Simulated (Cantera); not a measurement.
A Cantera script and what it prints.

```python
import numpy as np
import cantera as ct

gas_names = """
    CL CL2 H HCL H2 Si SiCL SiCL2 SiCL3 SiCL4 SiH SiHCL3 SiH2 SiH2CL2 SiH3 SiH3CL SiH4 Si2 Si3
""".split()
cond_names = """
    Si(cr) Si(L)
""".split()


def load(file, names, dense=False):
    # The tables refer to 1 bar. Condensed volumes are neglected.
    table = {s.name: s for s in ct.Species.list_from_file(file)}
    out = []
    for n in names:
        d = dict(table[n].input_data)
        d["thermo"] = dict(d["thermo"], **{"reference-pressure": 1e5})
        if dense:
            d["equation-of-state"] = {"model": "constant-volume", "density": "1e6 g/cm^3"}
        out.append(ct.Species.from_dict(d))
    return out


gas = ct.Solution(thermo="ideal-gas", species=load("nasa_gas.yaml", gas_names))
cond = {s.name: ct.Solution(thermo="fixed-stoichiometry", species=[s], name=s.name)
        for s in load("nasa_condensed.yaml", cond_names, dense=True)}
atoms = {
    'Si': {'Si': 1},
    'HCl': {'H': 1, 'CL': 1},
    'H2': {'H': 2},
}
top_T = {}  # K; cautious upper limits of use, not melting points


def equilibrate(T, P, feed):
    n = {}
    for name, mol in feed.items():
        for a, k in atoms[name].items():
            n[a] = n.get(a, 0.0) + k * mol
    gas.TPX = T, P, n
    mass = sum(n.values()) * gas.mean_molecular_weight
    gas.equilibrate("TP")
    valid = [c for c in cond.values() if c.min_temp <= T <= top_T.get(c.name, c.max_temp)]
    mix = ct.Mixture([(gas, mass / gas.mean_molecular_weight)] + [(c, 0.0) for c in valid])
    mix.T, mix.P = T, P
    mix.equilibrate("TP", solver="vcs", rtol=1e-11, max_steps=5000)
    return mix


results = []
T = 1550  # K
P = 1900  # Pa
for m in [0.11, 0.23, 0.34, 0.46, 0.57, 0.69, 0.8, 0.92, 1, 1.1]:
    feed = {'Si': 1, 'HCl': m, 'H2': 7.2}  # mol
    mix = equilibrate(T, P, feed)
    results.append((T, P, feed, dict(zip(mix.species_names, mix.species_moles))))
    x = sorted(zip(gas.X, gas.species_names), reverse=True)
    print(f"T = {T:g} K  P = {P:g} Pa  n(HCl) = {m:g} mol  gas = {mix.phase_moles(0):.4g} mol")
    print("   x: " + "  ".join(f"{s} {v:.3e}" for v, s in x if v > 1e-05))
    print("   condensed (mol): " + ("  ".join(f"{mix.phase(i).name} {mix.phase_moles(i):.4g}"
          for i in range(1, mix.n_phases) if mix.phase_moles(i) > 1e-12) or "none"))
```

Output:

```
T = 1550 K  P = 1900 Pa  n(HCl) = 0.11 mol  gas = 7.311 mol
   x: H2 9.854e-01  HCL 1.375e-02  SiCL2 6.398e-04  H 2.268e-04
   condensed (mol): Si(cr) 0.9953
T = 1550 K  P = 1900 Pa  n(HCl) = 0.23 mol  gas = 7.431 mol
   x: H2 9.712e-01  HCL 2.618e-02  SiCL2 2.353e-03  H 2.252e-04  SiCL3 1.573e-05
   condensed (mol): Si(cr) 0.9823
T = 1550 K  P = 1900 Pa  n(HCl) = 0.34 mol  gas = 7.541 mol
   x: H2 9.593e-01  HCL 3.595e-02  SiCL2 4.491e-03  H 2.238e-04  SiCL3 4.147e-05
   condensed (mol): Si(cr) 0.9657
T = 1550 K  P = 1900 Pa  n(HCl) = 0.46 mol  gas = 7.66 mol
   x: H2 9.471e-01  HCL 4.530e-02  SiCL2 7.220e-03  H 2.224e-04  SiCL3 8.456e-05
   condensed (mol): Si(cr) 0.9439
T = 1550 K  P = 1900 Pa  n(HCl) = 0.57 mol  gas = 7.77 mol
   x: H2 9.367e-01  HCL 5.293e-02  SiCL2 9.967e-03  H 2.211e-04  SiCL3 1.371e-04  SiHCL3 1.144e-05
   condensed (mol): Si(cr) 0.9212
T = 1550 K  P = 1900 Pa  n(HCl) = 0.69 mol  gas = 7.89 mol
   x: H2 9.259e-01  HCL 6.043e-02  SiCL2 1.314e-02  H 2.199e-04  SiCL3 2.076e-04  SiHCL3 1.722e-05  CL 1.145e-05
   condensed (mol): Si(cr) 0.8943
T = 1550 K  P = 1900 Pa  n(HCl) = 0.8 mol  gas = 7.999 mol
   x: H2 9.166e-01  HCL 6.667e-02  SiCL2 1.616e-02  SiCL3 2.832e-04  H 2.188e-04  SiHCL3 2.336e-05  SiCL4 1.382e-05  CL 1.270e-05
   condensed (mol): Si(cr) 0.868
T = 1550 K  P = 1900 Pa  n(HCl) = 0.92 mol  gas = 8.119 mol
   x: H2 9.069e-01  HCL 7.291e-02  SiCL2 1.953e-02  SiCL3 3.762e-04  H 2.176e-04  SiHCL3 3.087e-05  SiCL4 2.018e-05  CL 1.396e-05
   condensed (mol): Si(cr) 0.8378
T = 1550 K  P = 1900 Pa  n(HCl) = 1 mol  gas = 8.199 mol
   x: H2 9.007e-01  HCL 7.677e-02  SiCL2 2.181e-02  SiCL3 4.438e-04  H 2.168e-04  SiHCL3 3.629e-05  SiCL4 2.516e-05  CL 1.476e-05
   condensed (mol): Si(cr) 0.8169
T = 1550 K  P = 1900 Pa  n(HCl) = 1.1 mol  gas = 8.298 mol
   x: H2 8.931e-01  HCL 8.131e-02  SiCL2 2.467e-02  SiCL3 5.340e-04  H 2.159e-04  SiHCL3 4.349e-05  SiCL4 3.220e-05  CL 1.569e-05  SiCL 1.002e-05
   condensed (mol): Si(cr) 0.79
```

Equilibrium computed with Cantera from the NASA thermochemical tables; the gas is ideal and each condensed phase is pure. The tables' values for SiCl3, SiCl are old estimates; treat these amounts as uncertain.
